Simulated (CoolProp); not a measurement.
Isobutane along the isotherm 192.75 °C: density (kg/m³) from the reference equation and from simpler models built on Tc = 134.7 °C, pc = 36.29 bar, ω = 0.184; each cubic takes its own stable root.

Model: reference Helmholtz-energy equation of state, Bücker 2006, in CoolProp.

```
p (bar)          phase  reference
-------  -------------  ---------
3.89               gas      5.978
7.78               gas      12.26
11.7               gas      18.94
15.6               gas      25.97
19.4               gas      33.25
23.3               gas      41.21
27.2               gas      49.75
31.1               gas      58.96
35                 gas      68.95
38.9     supercritical      79.86
42.8     supercritical      91.84
46.7     supercritical      105.1
50.5     supercritical      119.3
54.4     supercritical      135.5
```

Q: How far does each simpler model (ideal gas, Redlich-Kwong, Soave-Redlich-Kwong, Peng-Robinson) lie from the reference over these 14 states: mean and median of the absolute difference, and the worst?

A: 
- ideal gas: mean 20.1 %, median 19.4 %, worst -39.8 % at 192.75 °C and 54.4 bar
- Redlich-Kwong: mean 1.5 %, median 1.3 %, worst +3.3 % at 192.75 °C and 54.4 bar
- Soave-Redlich-Kwong: mean 1.0 %, median 0.5 %, worst -3.8 % at 192.75 °C and 54.4 bar
- Peng-Robinson: mean 1.9 %, median 2.1 %, worst +2.8 % at 192.75 °C and 38.9 bar
